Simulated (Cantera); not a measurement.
Equilibrium for carbothermic reduction: Fe2O3 + CO + H2 + CH4

Feed: 1 mol Fe2O3, 7.7 mol CO, 6.7 mol H2, 3.7 mol CH4, equilibrated at 0.0133 bar.

These are equilibrium values from Cantera (NASA tables, ideal gas, pure condensed phases), not measurements of a reactor. Candidate condensed phases: C, C6H6, C7H8, C8H18, Fe, Fe(CO)5, FeO, Fe(OH)2, Fe(OH)3, Fe2O3, Fe3O4, H2O; 114 gas species. Iron dissolves carbon and melts from about 1420 K in contact with it, which pure phases cannot show. Condensed phases not in the tables: cementite and carbon dissolved in iron. Rates play no part.

```json
[
 {"T (K)": "800", "x H2": "0.591", "x CO": "0.263", "x CO2": "0.0913", "x Fe": "<1e-12", "x H2O": "0.0485", "x H": "1.93e-11", "n C(graphite)": "3.59", "n Fe(α)": "2.00", "n Fe(γ)": "0", "n Fe(δ)": "0", "n Fe(l)": "0"},
 {"T (K)": "900", "x H2": "0.570", "x CO": "0.408", "x CO2": "0.0124", "x Fe": "<1e-12", "x H2O": "0.00754", "x H": "7.65e-10", "n C(graphite)": "1.15", "n Fe(α)": "2.00", "n Fe(γ)": "0", "n Fe(δ)": "0", "n Fe(l)": "0"},
 {"T (K)": "1000", "x H2": "0.568", "x CO": "0.429", "x CO2": "0.00139", "x Fe": "1.12e-12", "x H2O": "0.00128", "x H": "1.48e-8", "n C(graphite)": "0.756", "n Fe(α)": "2.00", "n Fe(γ)": "0", "n Fe(δ)": "0", "n Fe(l)": "0"},
 {"T (K)": "1100", "x H2": "0.568", "x CO": "0.431", "x CO2": "0.000219", "x Fe": "9.46e-11", "x H2O": "0.000292", "x H": "1.69e-7", "n C(graphite)": "0.709", "n Fe(α)": "2.00", "n Fe(γ)": "0", "n Fe(δ)": "0", "n Fe(l)": "0"},
 {"T (K)": "1200", "x H2": "0.568", "x CO": "0.431", "x CO2": "4.69e-5", "x Fe": "3.72e-9", "x H2O": "8.48e-5", "x H": "1.29e-6", "n C(graphite)": "0.702", "n Fe(α)": "0", "n Fe(γ)": "2.00", "n Fe(δ)": "0", "n Fe(l)": "0"},
 {"T (K)": "1300", "x H2": "0.568", "x CO": "0.431", "x CO2": "1.28e-5", "x Fe": "8.19e-8", "x H2O": "2.98e-5", "x H": "7.22e-6", "n C(graphite)": "0.700", "n Fe(α)": "0", "n Fe(γ)": "2.00", "n Fe(δ)": "0", "n Fe(l)": "0"},
 {"T (K)": "1400", "x H2": "0.568", "x CO": "0.431", "x CO2": "4.26e-6", "x Fe": "1.15e-6", "x H2O": "1.22e-5", "x H": "3.18e-5", "n C(graphite)": "0.700", "n Fe(α)": "0", "n Fe(γ)": "2.00", "n Fe(δ)": "0", "n Fe(l)": "0"},
 {"T (K)": "1500", "x H2": "0.568", "x CO": "0.431", "x CO2": "1.65e-6", "x Fe": "1.13e-5", "x H2O": "5.62e-6", "x H": "0.000115", "n C(graphite)": "0.700", "n Fe(α)": "0", "n Fe(γ)": "2.00", "n Fe(δ)": "0", "n Fe(l)": "0"},
 {"T (K)": "1600", "x H2": "0.568", "x CO": "0.431", "x CO2": "7.21e-7", "x Fe": "8.22e-5", "x H2O": "2.86e-6", "x H": "0.000355", "n C(graphite)": "0.699", "n Fe(α)": "0", "n Fe(γ)": "2.00", "n Fe(δ)": "0", "n Fe(l)": "0"},
 {"T (K)": "1700", "x H2": "0.567", "x CO": "0.431", "x CO2": "3.50e-7", "x Fe": "0.000472", "x H2O": "1.57e-6", "x H": "0.000961", "n C(graphite)": "0.698", "n Fe(α)": "0", "n Fe(γ)": "0", "n Fe(δ)": "1.99", "n Fe(l)": "0"},
 {"T (K)": "1800", "x H2": "0.565", "x CO": "0.430", "x CO2": "1.84e-7", "x Fe": "0.00221", "x H2O": "9.24e-7", "x H": "0.00233", "n C(graphite)": "0.695", "n Fe(α)": "0", "n Fe(γ)": "0", "n Fe(δ)": "1.95", "n Fe(l)": "0"},
 {"T (K)": "1900", "x H2": "0.560", "x CO": "0.427", "x CO2": "1.03e-7", "x Fe": "0.00836", "x H2O": "5.68e-7", "x H": "0.00514", "n C(graphite)": "0.689", "n Fe(α)": "0", "n Fe(γ)": "0", "n Fe(δ)": "0", "n Fe(l)": "1.79"},
 {"T (K)": "2000", "x H2": "0.544", "x CO": "0.417", "x CO2": "5.94e-8", "x Fe": "0.0274", "x H2O": "3.55e-7", "x H": "0.0104", "n C(graphite)": "0.678", "n Fe(α)": "0", "n Fe(γ)": "0", "n Fe(δ)": "0", "n Fe(l)": "1.30"},
 {"T (K)": "2100", "x H2": "0.511", "x CO": "0.395", "x CO2": "3.39e-8", "x Fe": "0.0739", "x H2O": "2.16e-7", "x H": "0.0193", "n C(graphite)": "0.660", "n Fe(α)": "0", "n Fe(γ)": "0", "n Fe(δ)": "0", "n Fe(l)": "0"}
]
```
x: gas mole fraction; n: condensed amount in mol.

From 800 K to 1100 K the condensed part is C(graphite) + Fe(α). From 1200 K to 1600 K the condensed part is C(graphite) + Fe(γ). From 1700 K to 1800 K the condensed part is C(graphite) + Fe(δ). From 1900 K to 2000 K the condensed part is C(graphite) + Fe(l). At 2100 K the condensed part is C(graphite).
